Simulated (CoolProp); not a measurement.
Sulfur dioxide along the isobar 16.4 MPa: fugacity coefficient from the reference equation and from simpler models built on Tc = 430.6 K, pc = 7.887 MPa, ω = 0.256; each cubic takes its own stable root.

Computed with CoolProp (reference Helmholtz-energy equation of state, Gao 2016).

```
T (K)   phase  reference
-----  ------  ---------
255.5  liquid   0.005907
272.1  liquid    0.01204
288.7  liquid    0.02215
305.4  liquid    0.03760
322    liquid    0.05932
338.7  liquid    0.08840
355.3  liquid     0.1250
371.9  liquid     0.1692
388.6  liquid     0.2209
405.2  liquid     0.2786
421.8  liquid     0.3411
```

Question: How far does each simpler model (van der Waals, Redlich-Kwong, Soave-Redlich-Kwong, Peng-Robinson) lie from the reference over these 11 states: mean and median of the absolute difference, and the worst?

Answer: 
- van der Waals: mean 251.9 %, median 133.3 %, worst +937.9 % at 255.5 K and 16.4 MPa
- Redlich-Kwong: mean 45.9 %, median 37.7 %, worst +110.1 % at 255.5 K and 16.4 MPa
- Soave-Redlich-Kwong: mean 5.2 %, median 5.7 %, worst +6.2 % at 388.6 K and 16.4 MPa
- Peng-Robinson: mean 0.5 %, median 0.3 %, worst +1.8 % at 255.5 K and 16.4 MPa
